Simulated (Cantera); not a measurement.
A closed system holds: 1 mol NaI, 0.25 mol N₂, 5.3 mol H₂, at 1150 °C and 390 Pa.

Equilibrium computed with Cantera from the NASA thermochemical tables; the gas is ideal and each condensed phase is pure. Candidate condensed phases: I₂, Na, NaI; 16 gas species. Gases not in the tables: NaBr and NaI dimers. The numbers say what is thermodynamically allowed, not how fast it happens.

Base state: H₂ 0.806, NaI 0.148, N₂ 0.0380, Na 0.00391, I 0.00308, HI 0.000828, H 9.55e-5 (mole fractions); condensed: gas only.

What changes in the equilibrium state with this change: temperature from 1150 °C to 1000 °C?


```json
[
 {"species": "H₂", "before": "0.806", "after": "0.808"},
 {"species": "NaI", "before": "0.148", "after": "0.152"},
 {"species": "N₂", "before": "0.0380", "after": "0.0381"},
 {"species": "Na", "before": "0.00391", "after": "0.000972"},
 {"species": "H", "before": "9.55e-5", "after": "1.03e-5"},
 {"species": "I", "before": "0.00308", "after": "0.000599"},
 {"species": "HI", "before": "0.000828", "after": "0.000373"}
]
```
